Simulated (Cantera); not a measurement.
## Ignition delay

Mixture: CH₄ : O₂ : N₂ = 1 : 3.03 : 34 (molar parts), equivalence ratio 0.66, at 760 Torr, adiabatic and at constant volume. Ignition delay is the time to a rise of 400 K.

Detailed kinetics in Cantera: GRI-Mech 3.0 (53 species, 325 reactions).

```
T0 (K)  delay (ms)
------  ----------
1073           734
1148           227
1223          76.2
1298          27.4
1373          10.4
1448          4.28
1523          1.92
1598         0.966
1673         0.546
1748         0.349
```

```json
{
 "apparent activation energy between 1598 and 1748 K": "160 kJ/mol"
}
```
